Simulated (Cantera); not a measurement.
**Transport properties of process gases**

Gas mixture: C₂H₂ = 0.06 (molar parts), at 73.5 Torr, frozen composition.

Cantera's kinetic-theory transport with the Lennard-Jones parameters of GRI-Mech 3.0, ideal gas; thermal conductivity in the multicomponent form. The composition is frozen, though it would react at the higher temperatures.

| T (K) | ρ (kg/m³) | cp (J/kg/K) | μ (µPa s) | λ (mW/m/K) | Pr | D (cm²/s) CH₃ | D (cm²/s) CO₂ | D (cm²/s) H₂O |
|---|---|---|---|---|---|---|---|---|
| 400 | 0.0767 | 1931 | 13.6 | 35.6 | 0.737 | 3.11 | 2.19 | 3.12 |
| 650 | 0.0472 | 2288 | 20.1 | 62.3 | 0.737 | 7.36 | 5.30 | 7.90 |
| 900 | 0.0341 | 2526 | 25.5 | 87.4 | 0.736 | 12.9 | 9.37 | 14.3 |
| 1150 | 0.0267 | 2718 | 30.2 | 112 | 0.735 | 19.5 | 14.3 | 22.1 |
| 1400 | 0.0219 | 2870 | 34.5 | 135 | 0.734 | 27.1 | 19.9 | 31.1 |
| 1650 | 0.0186 | 2988 | 38.5 | 157 | 0.733 | 35.7 | 26.3 | 41.3 |
| 1900 | 0.0162 | 3079 | 42.2 | 178 | 0.732 | 45.2 | 33.3 | 52.5 |
| 2150 | 0.0143 | 3152 | 45.8 | 197 | 0.731 | 55.5 | 40.9 | 64.7 |
| 2400 | 0.0128 | 3209 | 49.2 | 216 | 0.731 | 66.6 | 49.2 | 77.9 |
D: mixture-averaged diffusion coefficient of that species in the mixture.
